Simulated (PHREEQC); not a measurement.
Buffer: speciation

Solution (35 °C): 0.0064 mol/kgw NH4Cl, 0.0011 mol/kgw NH3 and 0.00017 mol/kgw LiCl. Closed to the air; pH follows from the charge balance.

The numbers come from PHREEQC with the ion-association model, wateq4f.dat.

This is a speciation only: nothing precipitates in the calculation.

### Question
What pH does the model give?

### Answer
pH 8.22.

### Question
In which forms is N present?

### Answer
NH4+ 85 %, NH3 15 % of the N.
